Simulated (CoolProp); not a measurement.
Vapour-liquid equilibrium of R125 (1) + R152A (2) at 0.00921 MPa; x and y are mole fractions of (1).

Model: multi-fluid Helmholtz-energy mixture model, Lemmon 2005 and Outcalt 1996; pair parameters Bell 2016, in CoolProp.

```csv
x,bubble temperature (K),y at the bubble point,dew temperature at overall composition x (K),liquid density (mol/L)
0.05,203.7,0.178,205.2,16.47
0.125,201.2,0.364,204.4,16.24
0.2,199.2,0.496,203.4,16.01
0.275,197.5,0.595,202.4,15.78
0.35,195.9,0.675,201.4,15.55
0.425,194.5,0.742,200.3,15.33
0.5,193.2,0.798,199.1,15.11
0.575,192.0,0.845,197.8,14.89
0.65,190.8,0.886,196.4,14.68
0.725,189.7,0.920,194.9,14.47
0.8,188.6,0.949,193.2,14.27
0.875,187.6,0.972,191.1,14.06
0.95,186.7,0.990,188.6,13.86
```

No azeotrope shows between x = 0.05 and 0.95.

Pair parameters are fitted to limited data, so mixtures are less certain than the pure fluids. The gap from Raoult's law changes sign with composition, which may be real or a fault of the pair parameters; it wasn't checked against measurements.
